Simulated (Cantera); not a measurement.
An isothermal plug-flow reactor at 1050 K and 100000 Pa (inlet), inlet velocity 0.89 m/s, active area per volume 100 1/m; feed CH4 : O2 : N2 = 0.0027 : 0.044 : 0.79 (molar parts), equivalence ratio 0.12.

Cantera simulation using Deutschmann's 1995 Pt surface mechanism with GRI-Mech 3.0 gas chemistry; the numbers are that mechanism's predictions, not measurements. Catalytic surfaces can have several steady states; this one follows from the mechanism file's or the stated starting coverage. Mass transfer to the wall is taken as infinitely fast.

Problem. What does this change do: N2 0.79 to 1.2 parts?

Solution. 
```tsv
quantity	before	after
x(CH4) at z = 0.049 m	0.00121	0.000663
x(O2) at z = 0.049 m	0.0486	0.0323
x(H2O) at z = 0.049 m	0.00400	0.00298
x(CO2) at z = 0.049 m	0.00199	0.00148
x(CO) at z = 0.049 m	9.01e-7	5.24e-7
θ(free Pt) at the exit	0.294	0.319
θ(O*) at the exit	0.705	0.680
```

Problem. What does this change do: temperature 1050 to 1225 K?

Solution. 
```tsv
quantity	before	after
x(CH4) at z = 0.049 m	0.00121	3.69e-5
x(O2) at z = 0.049 m	0.0486	0.0463
x(H2O) at z = 0.049 m	0.00400	0.00629
x(CO2) at z = 0.049 m	0.00199	0.00311
x(CO) at z = 0.049 m	9.01e-7	3.67e-7
θ(free Pt) at the exit	0.294	0.501
θ(O*) at the exit	0.705	0.498
```

Problem. What does this change do: area per volume 100 to 27 1/m?

Solution. 
```json
[
 {"quantity": "x(CH4) at z = 0.049 m", "before": "0.00121", "after": "0.00248"},
 {"quantity": "x(O2) at z = 0.049 m", "before": "0.0486", "after": "0.0511"},
 {"quantity": "x(H2O) at z = 0.049 m", "before": "0.00400", "after": "0.00147"},
 {"quantity": "x(CO2) at z = 0.049 m", "before": "0.00199", "after": "0.000733"},
 {"quantity": "x(CO) at z = 0.049 m", "before": "9.01e-7", "after": "1.81e-6"},
 {"quantity": "θ(free Pt) at the exit", "before": "0.294", "after": "0.292"},
 {"quantity": "θ(O*) at the exit", "before": "0.705", "after": "0.707"}
]
```
